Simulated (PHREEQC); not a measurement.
Model water analysis in mg/L, 51 °C, pH 3.48, pe 8.9: Na 25.1; K 230; Ca 65.8; Mg 74.4; Cl 23.5; S(6) as SO4 1040; Al 62.3; Mn(2) 1.31; Cu(2) 0.364; Zn 24.9.

Cl is adjusted to close the charge balance.
Valence states are taken as typed.

Equilibrium calculation in PHREEQC: ion-association model, phreeqc.dat.

Precipitation was switched off in this run.

Question: Estimate the ionic strength.

Answer: ionic strength 0.0269 mol/kgw.

Question: In which forms is Ca present?

Answer: Ca+2 73 %, CaSO4 27 % of the Ca.

At this temperature some constants are extrapolated from 25 °C, and those without enthalpy data are left unchanged.
